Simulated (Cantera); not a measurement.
A perfectly stirred reactor is fed with N₂O : O₂ = 1 : 0.42 (molar parts), at 26.3 Torr; it is held at 1400 K, and followed from long to short residence time.

Model: GRI-Mech 3.0 (53 species, 325 reactions), integrated in Cantera. GRI-Mech 3.0 was tuned for natural gas; its chemistry of N2O as a main component is partial and can be far from experiment. Radical loss at walls, strong at low pressure, is not modelled. The temperature is held fixed by assumption; the heat of reaction is taken as removed at once.

x: mole fraction; the columns are a selection and need not sum to one.

```
τ (s)    x N₂O   x O₂      x NO      x N₂     x NO₂      x O
-------  -----  -----  --------  --------  --------  -------
3.0      0.219  0.387    0.0699     0.324       ___  2.51e-5
0.92     0.419  0.349    0.0415     0.191       ___  2.54e-5
0.29     0.579  0.319    0.0182    0.0833       ___  2.55e-5
0.088    0.661  0.304   0.00629    0.0288       ___  2.55e-5
0.027    0.690  0.298   0.00201   0.00923       ___  2.54e-5
0.0085   0.700  0.297  0.000635   0.00293       ___  2.52e-5
0.0026   0.703  0.296  0.000189  0.000887       ___  2.43e-5
0.00082  0.704  0.296   5.39e-5  0.000269  5.85e-10  2.20e-5
0.00025  0.704  0.296   1.25e-5   7.39e-5  3.63e-11  1.67e-5
```

Complete the blanks.


- 3.0, x NO₂: 3.48e-5
- 0.92, x NO₂: 1.92e-5
- 0.29, x NO₂: 7.56e-6
- 0.088, x NO₂: 2.11e-6
- 0.027, x NO₂: 4.24e-7
- 0.0085, x NO₂: 6.20e-8
- 0.0026, x NO₂: 6.51e-9
